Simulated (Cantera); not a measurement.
Feed: 1 mol C3H6, 3.7 mol H2, held at 600 K and 0.190 bar.

Method: chemical equilibrium by Gibbs-energy minimisation in Cantera with the NASA 1993 tables (ideal gas, pure condensed phases). Candidate condensed phases: C, C6H6, C7H8, C8H18; 76 gas species. Equilibrium is a limit: real reactors are often held back by kinetics, nucleation or transport.

Base state: CH4 0.790, H2 0.210 (mole fractions); condensed: C(graphite).

Question: What changes in the equilibrium state with this change: temperature from 600 K to 1323 K?

Answer: 
```json
[
 {"species": "H2", "before": "0.210", "after": "0.999"},
 {"species": "CH4", "before": "0.790", "after": "0.00129"},
 {"species": "C(graphite), mol", "before": "0.0429", "after": "2.99"}
]
```
